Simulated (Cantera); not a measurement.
## Gas-phase reforming

A perfectly stirred reactor is fed with CH4 : CO2 = 1 : 0.41 (molar parts), at 0.410 bar; it is held at 2223 K, and followed from long to short residence time.

Detailed kinetics in Cantera: GRI-Mech 3.0 (53 species, 325 reactions). GRI-Mech 3.0 stops at C3 and has no aromatics, soot or wall deposition, so with more carbon than oxygen in the feed, carbon stays in small species such as C2H2 where larger ones or solid carbon would form.

```json
[
 {"τ (s)": "1.0", "x CH4": "0.00112", "x CO2": "6.00e-5", "x O": "3.64e-9", "x H2": "0.597", "x H": "0.00767"},
 {"τ (s)": "0.27", "x CH4": "0.00217", "x CO2": "0.000223", "x O": "1.27e-8", "x H2": "0.595", "x H": "0.00746"},
 {"τ (s)": "0.071", "x CH4": "0.00443", "x CO2": "0.000845", "x O": "4.20e-8", "x H2": "0.589", "x H": "0.00704"},
 {"τ (s)": "0.018", "x CH4": "0.00949", "x CO2": "0.00312", "x O": "1.17e-7", "x H2": "0.571", "x H": "0.00634"},
 {"τ (s)": "0.0048", "x CH4": "0.0200", "x CO2": "0.00978", "x O": "2.21e-7", "x H2": "0.533", "x H": "0.00544"},
 {"τ (s)": "0.0013", "x CH4": "0.0426", "x CO2": "0.0288", "x O": "2.73e-7", "x H2": "0.483", "x H": "0.00447"},
 {"τ (s)": "0.00033", "x CH4": "0.0993", "x CO2": "0.0827", "x O": "2.15e-7", "x H2": "0.437", "x H": "0.00355"}
]
```
x: mole fraction; the columns are a selection and need not sum to one.
